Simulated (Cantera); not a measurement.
Cantera with NASA thermochemical tables; ideal gases at 1 bar, condensed phases pure. Values are per mole of reaction as written; species without (g) are pure solids or liquids, kept so even where they would boil at 1 bar.

### Question
Between 1250 and 2650 K, where is each reaction favourable under standard conditions?
- 0.6667 Fe + Cl₂(g) → 0.3333 Fe₂Cl₆(g)
- 0.5 C + Cl₂(g) → 0.5 CCl₄(g)
- H₂(g) + Cl₂(g) → 2 HCl(g)

### Answer
- 0.6667 Fe + Cl₂(g) → 0.3333 Fe₂Cl₆(g): ΔG° is -142 kJ at 1250 K and -48 kJ at 2650 K; it stays negative (K > 1). ΔH° is -239 kJ and ΔS° -72 J/K at 2650 K.
- 0.5 C + Cl₂(g) → 0.5 CCl₄(g): ΔG° is 37 kJ at 1250 K and 125 kJ at 2650 K; it stays positive (K < 1). ΔH° is -40 kJ and ΔS° -62 J/K at 2650 K.
- H₂(g) + Cl₂(g) → 2 HCl(g): ΔG° is -205 kJ at 1250 K and -220 kJ at 2650 K; it stays negative (K > 1). ΔH° is -192 kJ and ΔS° 11 J/K at 2650 K.
